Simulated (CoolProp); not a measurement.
Vapour-liquid equilibrium of R22 (1) + R134a (2) at 220.6 K; x and y are mole fractions of (1).

The numbers come from the multi-fluid Helmholtz-energy mixture model, Kamei 1995 and Tillner-Roth 1994; pair parameters Bell 2016 in CoolProp.

Q: Give the bubble pressure and the first vapour's composition at x = 0.2, 0.5, 0.8. Is there an azeotrope?

A: x = 0.2: 0.3326 bar, y = 0.382; x = 0.5: 0.4294 bar, y = 0.686; x = 0.8: 0.5126 bar, y = 0.886. No azeotrope shows between x = 0.05 and 0.95.

Pair parameters are fitted to limited data, so mixtures are less certain than the pure fluids.
